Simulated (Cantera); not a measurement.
A Cantera script and what it prints.

```python
import numpy as np
import cantera as ct

gas_names = """
    H HO2 H2 H2O H2O2 O OH O2 O3 Pb PbO Pb2
""".split()
cond_names = """
    H2O(s) H2O(L) Pb(cr) Pb(L) PbO(rd) PbO(yw) PbO(L) PbO2(s) Pb3O4(s)
""".split()


# ... load() reads the species with a 1 bar reference pressure and builds the phases ...
atoms = {
    'PbO': {'Pb': 1, 'O': 1},
    'H2': {'H': 2},
}
top_T = {'Pb3O4(s)': 820}  # K; cautious upper limits of use, not melting points


# ... equilibrate(T, P, feed) seeds the gas with the atoms and calls Mixture.equilibrate('TP', solver="vcs", rtol=1e-11, max_steps=5000) ...
results = []
feed = {'PbO': 1, 'H2': 61}  # mol
T = 1000  # K
P = 100000  # Pa
mix = equilibrate(T, P, feed)
results.append((T, P, feed, dict(zip(mix.species_names, mix.species_moles))))
print(gas.report(threshold=0.0001))
for i in range(1, mix.n_phases):
    print(f"{mix.phase(i).name:16s} {mix.phase_moles(i):12.5e} mol")
```

Result:

```
       temperature   1000 K
          pressure   1e+05 Pa
           density   0.027441 kg/m^3
  mean mol. weight   2.2816 kg/kmol
   phase of matter   gas

                          1 kg             1 kmol
                     ---------------   ---------------
          enthalpy        7.3687e+06        1.6812e+07  J
   internal energy        3.7246e+06         8.498e+06  J
           entropy             73643        1.6802e+05  J/K
    Gibbs function       -6.6274e+07       -1.5121e+08  J
 heat capacity c_p             13300             30345  J/K
 heat capacity c_v              9656             22031  J/K

                      mass frac. Y      mole frac. X     chem. pot. / RT
                     ---------------   ---------------   ---------------
                H2           0.86909           0.98359           -17.522
               H2O           0.12944          0.016393            -58.06
     [  +10 minor]         0.0014708        1.6198e-05

Pb(L)             9.99012e-01 mol
PbO(yw)           0.00000e+00 mol
PbO2(s)           0.00000e+00 mol
```

These are equilibrium values from Cantera (NASA tables, ideal gas, pure condensed phases), not measurements of a reactor.
